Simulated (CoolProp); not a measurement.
R1336mzz(Z) at 293.15 K and 0.0232 MPa is throttled through a valve to 0.00378 MPa with no heat exchange. Each further row changes one setting.

The numbers come from the reference Helmholtz-energy equation of state, McLinden 2020 in CoolProp.

```json
[
 {"case": "as stated", "temperature change (K)": "-0.8", "final density (kg/m³)": "…"},
 {"case": "outlet pressure 0.00113 MPa", "temperature change (K)": "…", "final density (kg/m³)": "…"},
 {"case": "outlet pressure 0.00491 MPa", "temperature change (K)": "-0.8", "final density (kg/m³)": "…"}
]
```

What belongs in the gaps?


- as stated, final density (kg/m³): 0.256
- outlet pressure 0.00113 MPa, temperature change (K): -0.9
- outlet pressure 0.00113 MPa, final density (kg/m³): 0.0763
- outlet pressure 0.00491 MPa, final density (kg/m³): 0.332
